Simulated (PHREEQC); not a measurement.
Consider water at 25 °C with 0.0014 mol/kgw Al2(SO4)3 and 0.13 mol/kgw NaHCO3. Closed to the air; pH follows from the charge balance.

All values are PHREEQC results (ion-association model, wateq4f.dat), not measurements.

| quantity | before | after |
|---|---|---|
| pH | 7.23 | 7.26 |
| NaHCO3 (mol/kgw) | 0.00459 | 0.00133 |
| SO4-2 (mol/kgw) | 0.00346 | 0.00185 |
| SI of Nahcolite (NaHCO3) | -1.53 | -2.07 |
| SI of Mirabilite (Na2SO4:10H2O) | -3.87 | -4.58 |

Task: Which change was made?
A. diluted 10-fold with water
B. NaHCO3 from 0.13 to 0.065 mol/kgw
C. diluted 2-fold with water
D. Al2(SO4)3 replaced by ZnSO4 at the same molality
E. Al2(SO4)3 replaced by MgSO4 at the same molality

Result: C, diluted 2-fold with water

Precipitation was switched off in this run. Some of these states are supersaturated (in Basaluminite, Al(OH)3(a), for instance).
